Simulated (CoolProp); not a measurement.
A simple Rankine cycle with water: condensing at 307.15 K, boiler at 1.36 MPa, turbine inlet 617 K, turbine efficiency 0.7, pump efficiency 0.8, no recuperator. Each further row changes one setting.

The numbers come from the reference Helmholtz-energy equation of state, Wagner 2002 in CoolProp.

```tsv
case	thermal efficiency (%)	net work (kJ/kg)	heat in (kJ/kg)	turbine exit temperature (K)	volume ratio over the turbine
as stated	22.3	667	2990	307.1	125
turbine inlet 637 K	22.5	683	3040	307.1	122
condensing temperature 299.15 K	23.3	705	3030	299.2	191
boiler pressure 0.952 MPa	21.2	636	3000	307.1	88.4
turbine efficiency 0.6	19.1	572	2990	307.8	130
```

The expansion ends wet for: as stated; turbine inlet 637 K; condensing temperature 299.15 K; boiler pressure 0.952 MPa.
